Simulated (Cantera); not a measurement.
A Cantera script and what it prints.

```python
import numpy as np
import cantera as ct

gas_names = """
    CL CL2 H HCL H2 Si SiCL SiCL2 SiCL3 SiCL4 SiH SiHCL3 SiH2 SiH2CL2 SiH3 SiH3CL SiH4 Si2 Si3
""".split()
cond_names = """
    Si(cr) Si(L)
""".split()


# ... load() reads the species with a 1 bar reference pressure and builds the phases ...
atoms = {
    'Si': {'Si': 1},
    'Cl2': {'CL': 2},
    'H2': {'H': 2},
}
top_T = {}  # K; cautious upper limits of use, not melting points


# ... equilibrate(T, P, feed) seeds the gas with the atoms and calls Mixture.equilibrate('TP', solver="vcs", rtol=1e-11, max_steps=5000) ...
results = []
feed = {'Si': 1, 'Cl2': 0.66, 'H2': 7.3}  # mol
P = 10000  # Pa
for T in [848, 873, 898, 923, 948, 973, 998, 1023, 1048, 1073, 1098, 1123]:
    mix = equilibrate(T, P, feed)
    results.append((T, P, feed, dict(zip(mix.species_names, mix.species_moles))))

top = {s: max(r[3][s] / sum(r[3][g] for g in gas_names) for r in results) for s in gas_names}
cols = sorted((s for s in top if top[s] > 1e-05), key=lambda s: -top[s])[:7]
seen = [c for c in cond_names if any(r[3].get(c, 0) > 1e-12 for r in results)]
print("log10 of partial pressures in bar; condensed amounts in mol")
print(f"{'T/K':>10s}" + "".join(f"{s[:9]:>10s}" for s in cols + seen))
for T, P, feed, n in results:
    ng = sum(n[g] for g in gas_names)
    print(f"{T:10.4g}" + "".join(f"{np.log10(max(n[s] / ng * P / 1e5, 1e-99)):10.3f}" for s in cols)
          + "".join(f"{n.get(c, 0):10.4g}" for c in seen))
```

Output:

```
log10 of partial pressures in bar; condensed amounts in mol
       T/K        H2       HCL     SiCL4    SiHCL3     SiCL2     SiCL3   SiH2CL2    Si(cr)
       848    -1.022    -3.467    -2.502    -2.847    -5.838    -5.099    -4.250    0.6471
       873    -1.023    -3.342    -2.504    -2.854    -5.559    -4.916    -4.244    0.6495
       898    -1.023    -3.225    -2.508    -2.861    -5.296    -4.744    -4.239    0.6524
       923    -1.024    -3.115    -2.512    -2.869    -5.049    -4.583    -4.235    0.6558
       948    -1.024    -3.011    -2.519    -2.878    -4.816    -4.432    -4.232    0.6598
       973    -1.025    -2.914    -2.527    -2.889    -4.597    -4.291    -4.231    0.6644
       998    -1.026    -2.822    -2.538    -2.901    -4.390    -4.158    -4.232    0.6696
      1023    -1.027    -2.736    -2.551    -2.915    -4.195    -4.035    -4.234    0.6754
      1048    -1.029    -2.655    -2.567    -2.931    -4.011    -3.920    -4.239    0.6816
      1073    -1.030    -2.579    -2.587    -2.950    -3.839    -3.815    -4.246    0.6883
      1098    -1.032    -2.508    -2.612    -2.972    -3.677    -3.718    -4.255    0.6952
      1123    -1.034    -2.442    -2.642    -2.999    -3.526    -3.631    -4.268    0.7021
```

Equilibrium computed with Cantera from the NASA thermochemical tables; the gas is ideal and each condensed phase is pure. The tables' values for SiCl3 are old estimates; treat these amounts as uncertain.
